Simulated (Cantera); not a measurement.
Input: 1 mol toluene, 3.3 mol CO₂, 10 mol H₂, at 1800 K and 0.0800 bar.

Cantera equilibrium calculation (NASA polynomials, part measured and part estimated; ideal gas, pure solids and liquids). Candidate condensed phases: C, C₆H₆, C₇H₈, C₈H₁₈, H₂O; 110 gas species. The numbers say what is thermodynamically allowed, not how fast it happens.

Base state: H₂ 0.679, CO 0.320, H 0.00104, C₂H₂ (acetylene) 0.000119, CH₄ 2.83e-5 (mole fractions); condensed: C(graphite).

Question: What changes in the equilibrium state with this change: CO₂ from 3.3 to 1.8 mol?

Answer: 
```csv
species,before,after
H₂,0.679,0.794
CO,0.320,0.204
H,0.00104,0.00113
CH₄,2.83e-5,3.88e-5
C₂H₂ (acetylene),0.000119,0.000139
"C(graphite), mol",3.69,5.19
```

Question: What changes in the equilibrium state with this change: temperature from 1800 K to 1700 K?

Answer: 
```
species             before     after
----------------  --------  --------
H₂                   0.679     0.679
CO                   0.320     0.320
H                  0.00104  0.000429
C₂H₂ (acetylene)  0.000119   4.99e-5
CH₄                2.83e-5   4.04e-5
C(graphite), mol      3.69      3.70
```

Question: What changes in the equilibrium state with this change: pressure from 0.0800 bar to 0.0200 bar?

Answer: 
| species | before | after |
|---|---|---|
| H₂ | 0.679 | 0.678 |
| CO | 0.320 | 0.320 |
| H | 0.00104 | 0.00208 |
| CH₄ | 2.83e-5 | 7.07e-6 |
| C₂H₂ (acetylene) | 0.000119 | 0.000119 |
| C(graphite), mol | 3.69 | 3.69 |
